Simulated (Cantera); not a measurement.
Mixture: 11.6 % CH₄, 15.5 % O₂, 59.0 % N₂, 14.0 % H₂O, equivalence ratio 1.5, at 7500 Torr, adiabatic and at constant pressure. Ignition delay is the time to a rise of 400 K.

Detailed kinetics in Cantera: GRI-Mech 3.0 (53 species, 325 reactions).

Q: At T0 = 1500 K, what is the delay, and which 5 reactions control it most (d ln τ / d ln k, from doubling and halving each rate constant)?

A: The delay is 0.305 ms.
| reaction | d ln τ / d ln k | faster rate |
|---|---|---|
| 2 CH3 (+M) <=> C2H6 (+M) | 0.44 | lengthens it |
| CH3 + O2 <=> CH3O + O | -0.41 | shortens it |
| H + O2 <=> O + OH | -0.26 | shortens it |
| CH4 + H <=> CH3 + H2 | 0.25 | lengthens it |
| CH3 + O2 <=> CH2O + OH | -0.24 | shortens it |
